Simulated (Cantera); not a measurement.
A Cantera script and what it prints.

```python
import numpy as np
import cantera as ct

gas_names = """
    CL2 F MgCL2
""".split()
cond_names = """
    MgF2(s) MgF2(L)
""".split()


# ... load() reads the species with a 1 bar reference pressure and builds the phases ...
species = {s.name: s for s in load("nasa_gas.yaml", gas_names) + load("nasa_condensed.yaml", cond_names)}
# Each term lists the table entries of one substance; the one whose range holds T is used.
reactions = {
    'MgF2 + Cl2(g) = 2 F(g) + MgCl2(g)':
        [(-1, ['MgF2(s)', 'MgF2(L)']), (-1, ['CL2']), (2, ['F']), (1, ['MgCL2'])],
}


def pick(names, T):
    return next(species[n] for n in names if species[n].thermo.min_temp <= T <= species[n].thermo.max_temp)


results = []
for label, terms in reactions.items():
    print(label)
    print("     T/K   dH/kJ  dS/(J/K)   dG/kJ   log10 K")
    for T in [300, 800, 825, 850, 875, 900, 925, 950]:
        used = [(nu, pick(names, T)) for nu, names in terms]
        dH = sum(nu * s.thermo.h(T) for nu, s in used) / 1e6
        dS = sum(nu * s.thermo.s(T) for nu, s in used) / 1e3
        dG = dH - T * dS / 1e3
        logK = -dG * 1e6 / (ct.gas_constant * T * np.log(10))
        results.append((label, T, dH, dS, dG, logK, [s.name for _, s in used]))
        print(f"{T:8g} {dH:8.1f} {dS:8.1f} {dG:8.1f} {logK:8.2f}")
```

Output:

```
MgF2 + Cl2(g) = 2 F(g) + MgCl2(g)
     T/K   dH/kJ  dS/(J/K)   dG/kJ   log10 K
     300    890.6    314.3    796.3  -138.65
     800    888.2    311.0    639.4   -41.75
     825    887.9    310.6    631.6   -39.99
     850    887.6    310.3    623.9   -38.34
     875    887.3    309.9    616.1   -36.78
     900    887.0    309.6    608.4   -35.31
     925    886.7    309.2    600.6   -33.92
     950    886.4    308.9    592.9   -32.60
```

Source: NASA polynomial tables (part measured, part estimated), evaluated in Cantera. Condensed species are held in their standard states even where they would react or evaporate.
